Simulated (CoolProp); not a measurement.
Saturation properties of R134a.

Model: reference Helmholtz-energy equation of state, Tillner-Roth 1994, in CoolProp.

```
T (K)  p (MPa)  liquid density (kg/m³)  vapour density (kg/m³)  liquid cp (kJ/(kg K))  liquid viscosity (µPa s)  vapour viscosity (µPa s)
-----  -------  ----------------------  ----------------------  ---------------------  ------------------------  ------------------------
279.7   0.3689                    1273                   18.05                  1.360                       245                      11.0
284.7   0.4365                    1256                   21.27                  1.375                       230                      11.2
289.7   0.5131                    1238                   24.95                  1.392                       216                      11.4
294.7   0.5996                    1220                   29.14                  1.411                       203                      11.6
299.8   0.6987                    1200                   33.99                  1.432                       191                      11.8
304.8   0.8074                    1181                   39.39                    ___                       179                      12.0
309.8   0.9283                    1161                   45.52                  1.480                       168                      12.2
314.8    1.062                    1140                   52.48                  1.508                       158                      12.5
319.8    1.210                    1118                   60.38                  1.541                       148                      12.7
324.8    1.373                    1095                     ___                  1.579                       139                      13.0
329.8    1.552                    1070                     ___                  1.625                       130                      13.3
```

Problem. Fill in the missing entries.

Solution. 
- 304.8, liquid cp (kJ/(kg K)): 1.454
- 324.8, vapour density (kg/m³): 69.37
- 329.8, vapour density (kg/m³): 79.65

It boils at 247.1 K under 1 atm.

Viscosity comes from a separate model (Huber 2003), an estimate that may be off by 10 % or more.
